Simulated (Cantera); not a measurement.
Pyrogenic steam for wet oxidation

An isothermal, constant-pressure homogeneous reactor starts with H2 : O2 : N2 = 1.2 : 1 : 0.52 (molar parts), at 925 K and 0.210 bar.

Model: the H2/O2 subset of GRI-Mech 3.0, which has no nitrogen chemistry, integrated in Cantera. Below about 950 K walls govern HO2 and H2O2 in real vessels. The temperature is held fixed by assumption; the heat of reaction is taken as removed at once.

```
t (s)         x H2   x O2     x HO2     x OH    x H2O2       x H    x H2O
--------  --------  -----  --------  -------  --------  --------  -------
0.000600     0.439  0.367   6.80e-5  4.43e-5   7.97e-7  0.000793  0.00173
0.00165     0.0983  0.228  0.000179  1.96e-5   3.79e-5   5.68e-5    0.440
0.00452     0.0973  0.228   6.26e-5  5.52e-8  0.000124   2.13e-7    0.441
0.0124      0.0971  0.228   4.25e-5  5.61e-8  0.000154   2.31e-7    0.441
0.0341      0.0967  0.228   4.88e-5  8.07e-8  0.000214   3.20e-7    0.442
0.0935      0.0946  0.227   6.55e-5  1.75e-7  0.000425   6.25e-7    0.444
0.257       0.0829  0.222   8.13e-5  3.60e-7  0.000774   1.03e-6    0.459
0.705       0.0508  0.209   7.07e-5  4.04e-7  0.000646   7.19e-7    0.500
1.93        0.0118  0.193   3.87e-5  4.24e-7  0.000222   1.92e-7    0.551
5.31      0.000743  0.189   6.38e-6  1.73e-7   7.06e-6   5.22e-9    0.565
14.6      0.000104  0.189   1.13e-6  4.13e-8   2.33e-7  1.80e-10    0.566
40.0       2.13e-5  0.189   2.87e-7  1.53e-8   1.66e-8  1.48e-11    0.566
```
x: mole fraction; the columns are a selection and need not sum to one.

Equilibrium at this temperature and pressure: H2 2.24e-11, O2 0.189, HO2 3.78e-10, OH 8.09e-8, H2O2 1.13e-10, H <1e-12, H2O 0.566 (gas phase only).
